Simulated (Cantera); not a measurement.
Input: 1 mol Cr, 0.048 mol H2O, 13 mol H2, equilibrated at 0.00398 Torr.

Method: chemical equilibrium by Gibbs-energy minimisation in Cantera with the NASA 1993 tables (ideal gas, pure condensed phases). Candidate condensed phases: Cr, Cr2O3, H2O; 13 gas species. Rates play no part. All values below are at 1950 °C.

Base state: H 0.862, H2 0.0959, Cr 0.0403, O 0.00146, OH 0.000234, H2O 0.000180, CrO 6.41e-5 (mole fractions); condensed: gas only.

**Question.** What changes in the equilibrium state with this change: H2O from 0.048 to 0.18 mol?

**Answer.** 
```tsv
species	before	after
H	0.862	0.858
H2	0.0959	0.0951
Cr	0.0403	0.0396
O	0.00146	0.00539
O2	1.15e-6	1.57e-5
OH	0.000234	0.000861
```
